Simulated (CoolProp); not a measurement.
Vapour-liquid equilibrium of carbon dioxide (1) + propylene (2) at -45.65 °C; x and y are mole fractions of (1).

The numbers come from the multi-fluid Helmholtz-energy mixture model, Span 1996 and Lemmon 2013; pair parameters Bell 2016 in CoolProp.

Give the bubble pressure and the first vapour's composition at x = 0.35, 0.65, 0.95. Is there an azeotrope?

x = 0.35: 0.4937 MPa, y = 0.824; x = 0.65: 0.6555 MPa, y = 0.902; x = 0.95: 0.7868 MPa, y = 0.979. No azeotrope shows between x = 0.05 and 0.95.

The pair parameters rest on a limited set of measurements; away from them the model extrapolates.
